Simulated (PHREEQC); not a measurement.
Solution (20 °C): 7.8 mmol/kgw HCl, 0.83 mmol/kgw Li2SO4 and 0.97 mmol/kgw Na2SO4. Closed to the air; pH follows from the charge balance.

Equilibrium calculation in PHREEQC: ion-association model, wateq4f.dat.

pH: 2.18
ionic strength: 0.0121 mol/kgw
total alkalinity: -7.80 meq/kg

| species | molality | activity | log γ |
|---|---|---|---|
| Cl- | 0.00780 | 0.00696 | -0.049 |
| H+ | 0.00727 | 0.00660 | -0.042 |
| Na+ | 0.00193 | 0.00173 | -0.048 |
| Li+ | 0.00165 | 0.00149 | -0.046 |
| SO4-2 | 0.00126 | 0.000816 | -0.189 |
| HSO4- | 0.000526 | 0.000471 | -0.048 |
| NaSO4- | 7.63e-6 | 6.85e-6 | -0.047 |
| LiSO4- | 5.91e-6 | 5.30e-6 | -0.047 |

Precipitation was switched off in this run. Complexes and solids missing from the database can't appear.
